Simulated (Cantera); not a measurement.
Input: 1 mol SiH₄, 0.22 mol HCl, 160 mol H₂, at 1.05 Torr.

These are equilibrium values from Cantera (NASA tables, ideal gas, pure condensed phases), not measurements of a reactor. Candidate condensed phases: Si; 19 gas species. Gases not in the tables: Si₂H₆ and higher silanes. Equilibrium is a limit: real reactors are often held back by kinetics, nucleation or transport. All values below are at 1725 K.

Base state: H₂ 0.993, H 0.00495, HCl 0.00133, Si 0.000725, SiH 3.86e-5, SiH₂ 1.71e-5 (mole fractions); condensed: Si(l).

What changes in the equilibrium state with this change: SiH₄ replaced by SiCl₄?


```tsv
species	before	after
H₂	0.993	0.970
HCl	0.00133	0.0222
H	0.00495	0.00489
SiCl₂	6.14e-6	0.00176
SiCl	4.98e-6	8.43e-5
Cl	5.13e-6	8.68e-5
Si(l), mol	0.870	0.572
```
The tables' values for SiCl are old estimates; treat these amounts as uncertain.

What changes in the equilibrium state with this change: H₂ from 160 to 2.6 mol?


```json
[
 {"species": "H₂", "before": "0.993", "after": "0.954"},
 {"species": "HCl", "before": "0.00133", "after": "0.0359"},
 {"species": "H", "before": "0.00495", "after": "0.00485"},
 {"species": "SiCl₂", "before": "6.14e-6", "after": "0.00466"},
 {"species": "SiCl", "before": "4.98e-6", "after": "0.000137"},
 {"species": "Cl", "before": "5.13e-6", "after": "0.000141"},
 {"species": "Si(l), mol", "before": "0.870", "after": "0.973"}
]
```
The tables' values for SiCl are old estimates; treat these amounts as uncertain.
